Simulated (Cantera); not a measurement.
A closed system holds: 1 mol Si3N4, a varied amount of O2, equilibrated at 800 °C and 7.50 Torr.

Cantera equilibrium calculation (NASA polynomials, part measured and part estimated; ideal gas, pure solids and liquids). Candidate condensed phases: Si, SiO2, Si2N2O, Si3N4; 16 gas species. Rates play no part.

Problem. At 13 mol O2, list the 3 most abundant gas species with their mole fractions, and the condensed phases.

Solution. O2 0.833, N2 0.167, NO 6.06e-5. Condensed: SiO2(β-quartz).
